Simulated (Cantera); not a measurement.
Charge: 1 mol CH3F, 0.028 mol HCl, equilibrated at 700 °C and 100000 Pa.

These are equilibrium values from Cantera (NASA tables, ideal gas, pure condensed phases), not measurements of a reactor. Candidate condensed phases: C, C6H6, C7H8, C8H18; 118 gas species. Equilibrium is a limit: real reactors are often held back by kinetics, nucleation or transport.

Base state: HF 0.506, H2 0.453, CH4 0.0264, HCl 0.0142, H2F2 1.11e-5 (mole fractions); condensed: C(graphite).

Q: What changes in the equilibrium state with this change: temperature from 700 °C to 877 °C?

A: 
| species | before | after |
|---|---|---|
| HF | 0.506 | 0.496 |
| H2 | 0.453 | 0.485 |
| HCl | 0.0142 | 0.0139 |
| CH4 | 0.0264 | 0.00550 |
| H2F2 | 1.11e-5 | 6.17e-6 |
| C(graphite), mol | 0.948 | 0.989 |
